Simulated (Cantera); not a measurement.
Feed: 1 mol SiC, 0.46 mol O2, 660 mol N2, 0.075 mol H2O, equilibrated at 1200 K and 1.50 Pa.

These are equilibrium values from Cantera (NASA tables, ideal gas, pure condensed phases), not measurements of a reactor. N2 is the only nitrogen source here; it is nearly inert below about 1500 K, so the nitride shown seldom forms there in practice. Mutual solubility and eutectic melting of coexisting phases are not modelled. The numbers say what is thermodynamically allowed, not how fast it happens.

```csv
species,before,after
N2,0.999,0.997
CO,0.00100,0.00149
Si,<1e-9,0.00148
H,5.42e-7,0.000197
H2,0.000113,1.11e-5
SiO,2.66e-6,1.25e-5
"SiC(s), mol",0.337,0
"Si2N2O(s), mol",0.331,0
```
Gas species are given as mole fractions.

Q: Name the change that produced these shifts.
(A) pressure from 1.50 Pa to 19.0 Pa
(B) temperature from 1200 K to 1748.15 K
(C) pressure from 1.50 Pa to 8.90 bar
(D) pressure from 1.50 Pa to 26.0 mbar

A: B, temperature from 1200 K to 1748.15 K
